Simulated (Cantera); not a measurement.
Charge: 1 mol Si(CH3)4, 0.6 mol HCl, 130 mol H2, held at 2225 K.

Equilibrium computed with Cantera from the NASA thermochemical tables; the gas is ideal and each condensed phase is pure. Candidate condensed phases: C, C6H6, C7H8, C8H18, Si, SiC; 109 gas species. The tables' values for SiCl are old estimates; treat these amounts as uncertain. Gases not in the tables: Si2H6 and higher silanes. Rates play no part.

x: gas mole fraction; n: condensed amount in mol.

```csv
P (Pa),x H2,x H,x Si,x HCl,n C(graphite),n SiC(s)
100,0.803,0.184,0.00582,0.00339,3.08,0
320,0.879,0.107,0.00584,0.00377,3.05,0
1000,0.924,0.0623,0.00542,0.00400,3.01,0.00727
3200,0.955,___,___,0.00417,2.47,___
10000,0.972,0.0202,0.000542,0.00426,2.29,0.891
32000,0.981,___,___,0.00432,2.23,0.959
100000,0.986,0.00643,5.42e-5,0.00435,2.18,0.981
```

Task: What belongs in the gaps?

Result: 
- 3200, x H: 0.0354
- 3200, x Si: 0.00169
- 3200, n SiC(s): 0.683
- 32000, x H: 0.0113
- 32000, x Si: 0.000169
